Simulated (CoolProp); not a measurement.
A Linde-Hampson liquefier for oxygen: isothermal reversible compression at 230 K from 1 atm to 15 MPa, throttling to 1 atm, return gas leaving the recuperator 5 K below the feed. Each further row changes one setting.

Computed with CoolProp (reference Helmholtz-energy equation of state, Schmidt 1985).

| case | liquid yield per pass | compression work (kJ/kg of gas) |
|---|---|---|
| as stated | (withheld) | 283 |
| high pressure 30 MPa | 0.264 | 316 |
| warm-end temperature 260 K | (withheld) | (withheld) |
| warm-end gap 10 K | (withheld) | 283 |

Question: Fill in the missing entries.

Answer: 
- as stated, liquid yield per pass: 0.170
- warm-end temperature 260 K, liquid yield per pass: 0.114
- warm-end temperature 260 K, compression work (kJ/kg of gas): 327
- warm-end gap 10 K, liquid yield per pass: 0.159
